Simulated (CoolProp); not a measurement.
Vapour-liquid equilibrium of acetone (1) + cyclohexane (2) at 0.574 MPa; x and y are mole fractions of (1).

Values from CoolProp's multi-fluid Helmholtz-energy mixture model, Lemmon 2006 and Zhou 2014; pair parameters Bell 2016.

Give the bubble temperature and the first vapour's composition at x = 0.2, 0.275, 0.65. Is there an azeotrope?

x = 0.2: 127.0 °C, y = 0.468; x = 0.275: 123.6 °C, y = 0.529; x = 0.65: 116.7 °C, y = 0.713. y crosses x between x = 0.8 and 0.875: the model has an azeotrope there.

The pair parameters rest on a limited set of measurements; away from them the model extrapolates.
